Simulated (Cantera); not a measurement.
## Thermodynamics of halide evaporation, hydrolysis and transport, feed FeCl2 + N2

A closed system holds: 1 mol FeCl2, a varied amount of N2, equilibrated at 67.0 Pa.

Cantera equilibrium calculation (NASA polynomials, part measured and part estimated; ideal gas, pure solids and liquids). Candidate condensed phases: Fe, FeCl2, FeCl3; 10 gas species. Equilibrium is a limit: real reactors are often held back by kinetics, nucleation or transport.

Stable condensed phases:

```
T in °C \ n(N2) in mol
          0.2 0.44 0.93    2  4.2    9   19   41   87
    675     A    A    A    A    A    A    A    A    A
    650     A    A    A    A    A    A    A    A    A
    625     A    A    A    A    A    A    A    A    A
    600     A    A    A    A    A    A    A    A    A
    575     B    A    A    A    A    A    A    A    A
    550     B    B    B    A    A    A    A    A    A
    525     B    B    B    B    B    A    A    A    A
    500     B    B    B    B    B    B    A    A    A
    475     B    B    B    B    B    B    B    B    A
```

A: gas only; B: FeCl2.
